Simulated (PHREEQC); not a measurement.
**Reverse-osmosis permeate: speciation**

Synthetic water in mmol/kgw, 55 °C, pH 5.64, pe 11.1:

```json
[
 {"constituent": "Na", "mmol/kgw": "0.106"},
 {"constituent": "K", "mmol/kgw": "0.0175"},
 {"constituent": "Ca", "mmol/kgw": "0.0216"},
 {"constituent": "Mg", "mmol/kgw": "0.0691"},
 {"constituent": "Cl", "mmol/kgw": "0.174"},
 {"constituent": "S(6)", "mmol/kgw": "0.0906"},
 {"constituent": "Alkalinity (meq/kgw)", "mmol/kgw": "0.0439"},
 {"constituent": "Ni", "mmol/kgw": "0.00417"}
]
```

Valence states are taken as typed.

The numbers come from PHREEQC with the ion-association model, wateq4f.dat.

This is a speciation only: nothing precipitates in the calculation.

**Question.** Estimate the charge-balance error.

**Answer.** charge-balance error -12.2 %.

**Question.** In which forms is Ca present?

**Answer.** Ca+2 98 %, CaSO4 1.8 % of the Ca.

At this temperature some constants are extrapolated from 25 °C, and those without enthalpy data are left unchanged.
